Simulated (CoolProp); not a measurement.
Computed with CoolProp (reference Helmholtz-energy equation of state, de Reuck 1993).

For methanol, give the phase and the cp (kJ/(kg K)), Joule-Thomson coefficient (K/MPa) at 620 K and 11.4 MPa.


- 620 K and 11.4 MPa: supercritical; cp 3.71, Joule-Thomson coefficient 4.25
